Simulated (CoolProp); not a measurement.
A closed Brayton cycle with nitrogen: compressor inlet 332.15 K and 6.6 MPa, high pressure 13.5 MPa, turbine inlet 695 K, compressor efficiency 0.85, turbine efficiency 0.85, recuperator effectiveness 0.95 (on enthalpy, no pinch check). Each further row changes one setting.

The numbers come from the reference Helmholtz-energy equation of state, Span 2000 in CoolProp.

```json
[
 {"case": "as stated", "thermal efficiency (%)": "17.9", "net work (kJ/kg)": "23.6", "compressor to turbine work": "0.80", "compressor exit (K)": "421.9", "turbine exit (K)": "589.4"},
 {"case": "turbine inlet 645 K", "thermal efficiency (%)": "12.4", "net work (kJ/kg)": "15.0", "compressor to turbine work": "0.86", "compressor exit (K)": "421.9", "turbine exit (K)": "545.9"},
 {"case": "compressor inlet 342.15 K", "thermal efficiency (%)": "15.7", "net work (kJ/kg)": "20.5", "compressor to turbine work": "0.83", "compressor exit (K)": "434.5", "turbine exit (K)": "589.4"},
 {"case": "high pressure 11.5 MPa", "thermal efficiency (%)": "20.3", "net work (kJ/kg)": "22.1", "compressor to turbine work": "0.76", "compressor exit (K)": "400.2", "turbine exit (K)": "611.5"},
 {"case": "recuperator effectiveness 0.5", "thermal efficiency (%)": "11.0", "net work (kJ/kg)": "23.6", "compressor to turbine work": "0.80", "compressor exit (K)": "421.9", "turbine exit (K)": "589.4"}
]
```
